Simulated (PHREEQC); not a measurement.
Dissolve 160 mmol/kgw NaOH and 2.6 mmol/kgw H3BO3 at 40 °C. It is in equilibrium with CO2 at log p = 0 (atm). Otherwise closed; pH follows from the charge balance.

The numbers come from PHREEQC with the ion-association model, phreeqc.dat.

```
quantity                   before    after
------------------------  -------  -------
pH                           6.99     1.35
ionic strength (mol/kgw)    0.153    0.254
Na+ (mol/kgw)               0.153    0.150
HCO3- (mol/kgw)             0.152  3.63e-7
NaHCO3 (mol/kgw)          0.00667  1.41e-8
```

Problem. Name the change that produced these shifts.
(A) diluted 5-fold with water
(B) 0.17 mol/kgw HF added
(C) 0.0025 mol/kgw TMAH added
(D) H3BO3 left out
(E) NaOH replaced by NaHSO4 at the same molality

Solution. E, NaOH replaced by NaHSO4 at the same molality

This is a speciation only: nothing precipitates in the calculation. Away from 25 °C the constants follow the database's enthalpies or fits; those with neither stay at their 25 °C values.
